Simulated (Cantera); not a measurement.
Input: 1 mol AlCl3, 1.3 mol N2, 850 mol H2, at 0.00133 bar.

Cantera equilibrium calculation (NASA polynomials, part measured and part estimated; ideal gas, pure solids and liquids). Candidate condensed phases: Al, AlCl3, AlN, NH4Cl; 20 gas species. Kinetics and transport are ignored. All values below are at 1498 K.

Base state: H2 0.994, HCl 0.00234, N2 0.00152, AlCl 0.00116, H 0.000469 (mole fractions); condensed: gas only.

Question: What changes in the equilibrium state with this change: AlCl3 replaced by Al?

Answer: 
| species | before | after |
|---|---|---|
| H2 | 0.994 | 0.999 |
| N2 | 0.00152 | 0.000960 |
| H | 0.000469 | 0.000470 |
| HCl | 0.00234 | 0 |
| AlCl | 0.00116 | 0 |
| Al | 1.22e-6 | 3.83e-5 |
| AlN(s), mol | 0 | 0.966 |
